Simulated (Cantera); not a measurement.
A diamond (100) surface in a fixed gas of H2 with x(CH4) = 0.0083, x(CH3) = 3.2e-05, at 1275 K, 63.8 Torr; coverages are run to steady state.

Model: the Harris–Goodwin 1993 mechanism for the reconstructed diamond (100) surface, integrated in Cantera.

One state of this run: growth (µm/h) = 3.04; θ c6HH = 0.389; θ c6H* = 0.0488; θ c6*H = 0.518; θ c6** = 0.0439; θ c6HM = 4.48e-5. θ: site fractions in the mechanism's names (c6HH fully hydrogenated, c6H* and c6*H radical sites, c6** diradical, c6HM methylated).

Question: Which value of x(H) does it belong to?
(A) 0.12
(B) 0.05
(C) 0.0014
(D) 0.00059

Answer: A, 0.12
